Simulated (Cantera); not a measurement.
Hydrocarbon pyrolysis for carbon deposition

An isothermal, constant-pressure homogeneous reactor starts with 2.22 % C2H4, 97.8 % H2, at 1650 K and 28.0 Pa.

Cantera simulation using GRI-Mech 3.0 (53 species, 325 reactions); the numbers are that mechanism's predictions, not measurements. GRI-Mech 3.0 was tuned for natural gas; its chemistry of ethylene as a main component is partial and can be far from experiment. GRI-Mech 3.0 stops at C3 and has no aromatics, soot or wall deposition, so with more carbon than oxygen in the feed, carbon stays in small species such as C2H2 where larger ones or solid carbon would form. Radical loss at walls, strong at low pressure, is not modelled.

```
t (s)       x C2H4   x H2     x CH3     x C2H     x CH2     x CH4
--------  --------  -----  --------  --------  --------  --------
0.000400    0.0222  0.978    <1e-12    <1e-12    <1e-12    <1e-12
0.00104     0.0222  0.978    <1e-12    <1e-12    <1e-12    <1e-12
0.00271     0.0222  0.978  5.71e-12    <1e-12    <1e-12  1.82e-12
0.00704     0.0221  0.978  3.60e-11    <1e-12    <1e-12  3.53e-11
0.0183      0.0220  0.978  1.23e-10    <1e-12  2.32e-12  3.93e-10
0.0477      0.0217  0.978  2.56e-10  1.17e-12  6.84e-12   2.67e-9
0.124       0.0209  0.978  3.47e-10  7.78e-12  1.80e-11   1.21e-8
0.323       0.0190  0.978  3.69e-10  5.03e-11  4.31e-11   4.04e-8
0.839       0.0147  0.978  3.88e-10  2.99e-10  8.49e-11   1.17e-7
2.18       0.00720  0.978  4.08e-10   1.43e-9  1.00e-10   2.94e-7
5.68      0.000891  0.978  6.00e-10   4.72e-9  2.90e-11   5.10e-7
14.8       4.10e-6  0.978   1.52e-9   1.28e-8    <1e-12   5.54e-7
38.4       2.01e-6  0.978   4.02e-9   3.36e-8  1.87e-12   5.58e-7
100        1.13e-6  0.977   1.07e-8   8.61e-8  1.02e-11   5.78e-7
```
x: mole fraction; the columns are a selection and need not sum to one.

Equilibrium at this temperature and pressure: C2H4 4.26e-7, H2 0.973, CH3 8.68e-7, C2H 5.24e-7, CH2 4.73e-9, CH4 7.72e-6 (gas phase only).
